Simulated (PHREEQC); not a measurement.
Dissolve 5.8 mmol/kgw Na2HAsO4, 15 mmol/kgw H2SO4, 0.19 mmol/kgw FeCl3 and 0.45 mmol/kgw Na2SO4 at 25 °C. Closed to the air; pH follows from the charge balance.

The numbers come from PHREEQC with the ion-association model, wateq4f.dat.

No solid was allowed to form.

What pH, ionic strength does the model give?

pH 1.91; ionic strength 0.0353 mol/kgw.

In which forms is Na present?

Na+ 98 %, NaSO4- 2.2 % of the Na.

Saturation is exceeded, for instance for Hematite (slow to form), Goethite (slow to form); the values hold only as long as no solid forms. The database's scorodite may be far more soluble than the real mineral, and it has no iron arsenate complexes; the constant wasn't checked at its source.
